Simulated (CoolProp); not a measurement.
Aqueous potassium carbonate as a coolant, 33 % by mass, freezing at -23.1 °C, 1 atm.

Values from CoolProp's Melinder's fits for secondary coolants.

```tsv
T (°C)	Prandtl number	density (kg/m³)	viscosity (mPa s)	cp (kJ/(kg K))
-19.3	57.8	1349	10.3	2.808
-14.7	46.9	1347	8.47	2.815
-10.1	38.7	1346	(withheld)	2.822
-5.6	32.5	1344	6.01	2.830
-1	27.6	1343	5.16	2.837
3.6	23.7	1341	4.49	2.845
8.2	20.6	1339	3.95	2.853
12.8	18.1	1336	3.50	2.861
17.4	16.0	(withheld)	3.13	2.870
22	(withheld)	(withheld)	2.82	2.878
26.6	12.8	1329	2.55	2.887
31.2	11.5	1327	2.32	2.896
```

### Question
Some entries are withheld; supply them.

### Answer

- -10.1, viscosity (mPa s): 7.07
- 17.4, density (kg/m³): 1334
- 22, Prandtl number: 14.3
- 22, density (kg/m³): 1332
